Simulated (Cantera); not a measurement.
Standard-state values (1 bar) from the NASA 1993 polynomials, evaluated with Cantera. Values are per mole of reaction as written; species without (g) are pure solids or liquids, kept so even where they would boil at 1 bar. TaC: taken at fixed stoichiometry.

**Question.** Between 300 and 2300 K, where is each reaction favourable under standard conditions?
- CH4(g) + TaC → C2H4(g) + Ta

**Answer.** 
- CH4(g) + TaC → C2H4(g) + Ta: ΔG° is 262 kJ at 300 K and 206 kJ at 2300 K; it stays positive (K < 1). ΔH° is 260 kJ and ΔS° 23 J/K at 2300 K.
